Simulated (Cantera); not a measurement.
## Silicon carbide growth: Si(CH₃)₄ + C₂H₄ + H₂ + HCl

A closed system holds: 1 mol Si(CH₃)₄, 0.14 mol C₂H₄, 2.9 mol H₂, 0.81 mol HCl, held at 0.270 bar.

Cantera equilibrium calculation (NASA polynomials, part measured and part estimated; ideal gas, pure solids and liquids). Candidate condensed phases: C, C₆H₆, C₇H₈, C₈H₁₈, Si, SiC; 109 gas species. The tables' values for SiCl, SiCl₃ are old estimates; treat these amounts as uncertain. Gases not in the tables: Si₂H₆ and higher silanes. Kinetics and transport are ignored.

From 1300 K to 2125 K the condensed part is C(graphite) + SiC(s). The main Si-bearing gas is SiCl₄ at 1300 K and SiCl₂ at 2125 K.

| T (K) | x H₂ | x HCl | x H | x CH₄ | x C₂H₂ (acetylene) | n C(graphite) | n SiC(s) |
|---|---|---|---|---|---|---|---|
| 1300 | 0.917 | 0.0806 | 2.04e-6 | 0.00179 | 5.29e-7 | 3.26 | 0.998 |
| 1375 | 0.918 | 0.0808 | 6.32e-6 | 0.00113 | 1.63e-6 | 3.27 | 0.998 |
| 1450 | 0.918 | 0.0807 | 1.74e-5 | 0.000752 | 4.48e-6 | 3.27 | 0.998 |
| 1525 | 0.919 | 0.0807 | 4.36e-5 | 0.000520 | 1.11e-5 | 3.28 | 0.998 |
| 1600 | 0.919 | 0.0805 | 0.000100 | 0.000372 | 2.53e-5 | 3.28 | 0.997 |
| 1675 | 0.919 | 0.0803 | 0.000214 | 0.000275 | 5.34e-5 | 3.28 | 0.996 |
| 1750 | 0.919 | 0.0801 | 0.000429 | 0.000208 | 0.000106 | 3.28 | 0.995 |
| 1825 | 0.918 | 0.0798 | 0.000812 | 0.000161 | 0.000197 | 3.28 | 0.994 |
| 1900 | 0.918 | 0.0795 | 0.00146 | 0.000128 | 0.000350 | 3.28 | 0.993 |
| 1975 | 0.917 | 0.0791 | 0.00252 | 0.000103 | 0.000595 | 3.28 | 0.991 |
| 2050 | 0.915 | 0.0786 | 0.00418 | 8.43e-5 | 0.000971 | 3.27 | 0.989 |
| 2125 | 0.912 | 0.0780 | 0.00667 | 6.98e-5 | 0.00153 | 3.26 | 0.987 |
x: gas mole fraction; n: condensed amount in mol.
